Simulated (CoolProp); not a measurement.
Vapour pressure (MPa) of CF4 (R14): the reference equation beside estimates from Tc = 227.4 K, pc = 3.762 MPa, ω = 0.178. Clausius-Clapeyron is anchored at 139 K with a constant enthalpy of vaporisation of 12.11 kJ/mol.

Computed with CoolProp (reference Helmholtz-energy equation of state, Platzer 1990). This equation is an older, rougher fit; its heat capacities, sound speeds and derivatives of the liquid may be far off and weren't checked against measurements.

```json
[
 {"T (K)": "139", "reference": "0.06455", "Lee-Kesler": "0.06399", "Clausius-Clapeyron": "0.06455", "Redlich-Kwong": "0.09342", "Peng-Robinson": "0.06538"},
 {"T (K)": "142.4", "reference": "0.08342", "Lee-Kesler": "0.08302", "Clausius-Clapeyron": "0.08290", "Redlich-Kwong": "[?]", "Peng-Robinson": "0.08432"},
 {"T (K)": "145.8", "reference": "0.1064", "Lee-Kesler": "0.1062", "Clausius-Clapeyron": "0.1052", "Redlich-Kwong": "[?]", "Peng-Robinson": "0.1073"},
 {"T (K)": "149.2", "reference": "0.1340", "Lee-Kesler": "0.1342", "Clausius-Clapeyron": "0.1321", "Redlich-Kwong": "[?]", "Peng-Robinson": "0.1350"},
 {"T (K)": "152.6", "reference": "0.1668", "Lee-Kesler": "0.1675", "Clausius-Clapeyron": "0.1642", "Redlich-Kwong": "0.2280", "Peng-Robinson": "0.1679"},
 {"T (K)": "156", "reference": "0.2055", "Lee-Kesler": "0.2068", "Clausius-Clapeyron": "0.2022", "Redlich-Kwong": "0.2769", "Peng-Robinson": "0.2066"},
 {"T (K)": "159.4", "reference": "[?]", "Lee-Kesler": "0.2527", "Clausius-Clapeyron": "0.2468", "Redlich-Kwong": "0.3329", "Peng-Robinson": "0.2519"},
 {"T (K)": "162.8", "reference": "0.3030", "Lee-Kesler": "0.3059", "Clausius-Clapeyron": "0.2987", "Redlich-Kwong": "0.3967", "Peng-Robinson": "0.3043"},
 {"T (K)": "166.2", "reference": "0.3631", "Lee-Kesler": "0.3670", "Clausius-Clapeyron": "0.3587", "Redlich-Kwong": "0.4687", "Peng-Robinson": "0.3648"},
 {"T (K)": "169.6", "reference": "0.4319", "Lee-Kesler": "0.4368", "Clausius-Clapeyron": "0.4276", "Redlich-Kwong": "0.5497", "Peng-Robinson": "0.4338"},
 {"T (K)": "173", "reference": "0.5099", "Lee-Kesler": "0.5160", "Clausius-Clapeyron": "0.5062", "Redlich-Kwong": "0.6400", "Peng-Robinson": "[?]"},
 {"T (K)": "176.4", "reference": "0.5979", "Lee-Kesler": "0.6052", "Clausius-Clapeyron": "0.5955", "Redlich-Kwong": "0.7402", "Peng-Robinson": "0.6010"}
]
```

Q: Fill in the missing entries.

A: 
- 142.4, Redlich-Kwong: 0.1191
- 145.8, Redlich-Kwong: 0.1497
- 149.2, Redlich-Kwong: 0.1858
- 159.4, reference: 0.2506
- 173, Peng-Robinson: 0.5123

Absolute difference from the reference over all 12 rows, mean and median: Lee-Kesler 0.8 and 0.9 %, Clausius-Clapeyron 1.1 and 1.2 %, Redlich-Kwong 34.0 and 33.8 %, Peng-Robinson 0.7 and 0.5 %.
